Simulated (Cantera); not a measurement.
Feed: 1 mol SiH₂Cl₂, 0.77 mol NH₃, 0.32 mol H₂, at 1.33 mbar.

Equilibrium computed with Cantera from the NASA thermochemical tables; the gas is ideal and each condensed phase is pure. Candidate condensed phases: NH₄Cl, Si, Si₃N₄; 28 gas species. The tables' values for SiCl₃, SiCl are old estimates; treat these amounts as uncertain. Equilibrium is a limit: real reactors are often held back by kinetics, nucleation or transport.

Question: At 1648 K, list the 5 most abundant gas species with their mole fractions, and the condensed phases.

Answer: H₂ 0.557, SiCl₂ 0.174, HCl 0.165, N₂ 0.0997, H 0.00182. Condensed: Si(s).
